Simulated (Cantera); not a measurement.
A Cantera script and its output.

```python
import numpy as np
import cantera as ct

gas = ct.Solution("gri30.yaml")
gas.TPX = 1723, 13332, {'NO': 1, 'N2': 0.17}
reactor = ct.IdealGasConstPressureReactor(gas, energy="off", clone=False)
net = ct.ReactorNet([reactor])
net.rtol, net.atol = 1e-08, 1e-18
show = ['NO', 'N2', 'O2', 'O', 'NO2']
times = np.geomspace(1e-05, 5, 10)

steps = ct.SolutionArray(gas, extra=["t"])
rows = []
print(f"{'t/s':>10s}{'T/K':>9s}{'P/Pa':>11s}" + "".join(f"{s:>11s}" for s in show))
for t in times:
    while net.time < t:
        t_next = net.step()
        steps.append(gas.state, t=t_next)
    rows.append([np.interp(t, steps.t, y) for y in (steps.T, steps.P, *steps(*show).X.T)])
    print(f"{t:10.3e}{rows[-1][0]:9.1f}{rows[-1][1]:11.4g}" + "".join(f"{x:11.3e}" for x in rows[-1][2:]))
rate = np.gradient(steps.T, steps.t)
print("integrator steps:", len(steps.t))
if steps.T.max() > steps.T[0] + 200:
    print(f"time of steepest temperature rise: {steps.t[rate.argmax()]:.4e} s")
gas.TPX = 1723, 13332, {'NO': 1, 'N2': 0.17}
gas.equilibrate("TP")
print(f"equilibrium (TP): T = {gas.T:.1f} K  " + "  ".join(f"{s} {gas[s].X[0]:.3e}" for s in show))
```

Output:

```
       t/s      T/K       P/Pa         NO         N2         O2          O        NO2
 1.000e-05   1723.0  1.333e+04  8.547e-01  1.453e-01  2.005e-11  1.084e-07  1.175e-09
 4.298e-05   1723.0  1.333e+04  8.547e-01  1.453e-01  3.610e-10  4.503e-07  2.109e-08
 1.847e-04   1723.0  1.333e+04  8.547e-01  1.453e-01  6.165e-09  1.681e-06  3.504e-07
 7.937e-04   1723.0  1.333e+04  8.547e-01  1.453e-01  9.852e-08  4.390e-06  4.402e-06
 3.411e-03   1723.0  1.333e+04  8.546e-01  1.453e-01  1.826e-06  7.301e-06  3.012e-05
 1.466e-02   1723.0  1.333e+04  8.544e-01  1.454e-01  4.318e-05  1.303e-05  1.093e-04
 6.300e-02   1723.0  1.333e+04  8.533e-01  1.458e-01  5.033e-04  1.714e-05  1.590e-04
 2.707e-01   1723.0  1.333e+04  8.485e-01  1.481e-01  2.845e-03  1.926e-05  1.838e-04
 1.163e+00   1723.0  1.333e+04  8.286e-01  1.581e-01  1.278e-02  2.514e-05  2.551e-04
 5.000e+00   1723.0  1.333e+04  7.500e-01  1.974e-01  5.193e-02  4.020e-05  4.078e-04
integrator steps: 610
equilibrium (TP): T = 1723.0 K  NO 3.847e-03  N2 5.707e-01  O2 4.253e-01  O 1.022e-04  NO2 5.924e-06
```

Detailed kinetics in Cantera: GRI-Mech 3.0 (53 species, 325 reactions).
